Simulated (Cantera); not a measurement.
Feed: 1 mol LiCl, 19 mol H2O, 90 mol H2, held at 1975 K and 0.000900 Torr.

These are equilibrium values from Cantera (NASA tables, ideal gas, pure condensed phases), not measurements of a reactor. Candidate condensed phases: H2O, Li, LiCl, LiH, LiOH, Li2O; 25 gas species. Equilibrium is a limit: real reactors are often held back by kinetics, nucleation or transport.

Base state: H 0.628, H2 0.253, H2O 0.0631, O 0.0273, OH 0.0149, Li 0.00521, Cl 0.00341, O2 0.00295 (mole fractions); condensed: gas only.

What changes in the equilibrium state with this change: H2O from 19 to 0.49 mol?


```tsv
species	before	after
H	0.628	0.684
H2	0.253	0.300
Li	0.00521	0.00628
H2O	0.0631	0.00220
O	0.0273	0.000804
OH	0.0149	0.000479
O2	0.00295	2.56e-6
LiOH	4.08e-5	1.58e-6
LiCl	0.000603	0.000844
HCl	0.00184	0.00232
Cl	0.00341	0.00396
```

What changes in the equilibrium state with this change: temperature from 1975 K to 2273 K?


```tsv
species	before	after
H	0.628	0.897
O	0.0273	0.0781
H2	0.253	0.0137
H2O	0.0631	0.000171
OH	0.0149	0.00174
Li	0.00521	0.00424
LiOH	4.08e-5	1.26e-7
LiCl	0.000603	1.23e-5
HCl	0.00184	8.78e-5
```

What changes in the equilibrium state with this change: H2O from 19 to 0.093 mol?


| species | before | after |
|---|---|---|
| H | 0.628 | 0.685 |
| H2 | 0.253 | 0.301 |
| Li | 0.00521 | 0.00631 |
| H2O | 0.0631 | 0.000421 |
| O | 0.0273 | 0.000153 |
| OH | 0.0149 | 9.13e-5 |
| O2 | 0.00295 | 9.26e-8 |
| LiOH | 4.08e-5 | 3.02e-7 |
| LiCl | 0.000603 | 0.000850 |
